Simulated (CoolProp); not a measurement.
R227EA along the isobar 2.56 MPa: Z from the reference equation and from simpler models built on Tc = 374.9 K, pc = 2.925 MPa, ω = 0.358; each cubic takes its own stable root.

Computed with CoolProp (reference Helmholtz-energy equation of state, Lemmon 2016).

```tsv
T (K)	phase	reference	van der Waals	Soave-Redlich-Kwong	Peng-Robinson
289.2	liquid	0.1258	0.2056	0.1375	0.1215
302.9	liquid	0.1248	0.2038	0.1374	0.1214
316.7	liquid	0.1248	0.2038	0.1389	0.1227
330.4	liquid	0.1261	0.2063	0.1426	0.1261
344.1	liquid	0.1295	0.2130	0.1500	0.1328
357.8	liquid	0.1373	0.2306	0.1657	0.1474
371.6	gas	0.5291	0.5978	0.5452	0.5171
385.3	gas	0.6461	0.6649	0.6541	0.6270
399	gas	0.7117	0.7103	0.7184	0.6920
```
